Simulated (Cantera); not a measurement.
A closed system holds: 1 mol Ti, 0.094 mol C3H8, 180 mol H2, equilibrated at 1523 K and 0.000370 bar.

These are equilibrium values from Cantera (NASA tables, ideal gas, pure condensed phases), not measurements of a reactor. Candidate condensed phases: C, C6H6, C7H8, C8H18, Ti, TiC; 77 gas species. Mutual solubility and eutectic melting of coexisting phases are not modelled. TiC: taken at fixed stoichiometry. Condensed phases not in the tables: N, O or C dissolved in the metal. Kinetics and transport are ignored.

Base state: H2 0.999, H 0.00120 (mole fractions); condensed: Ti(β) + TiC(s).

Problem. What changes in the equilibrium state with this change: temperature from 1523 K to 1950 K?

Solution. 
```csv
species,before,after
H2,0.999,0.938
H,0.00120,0.0577
Ti,5.08e-6,0.00385
"Ti(β), mol",0.717,0
"TiC(s), mol",0.282,0.282
```
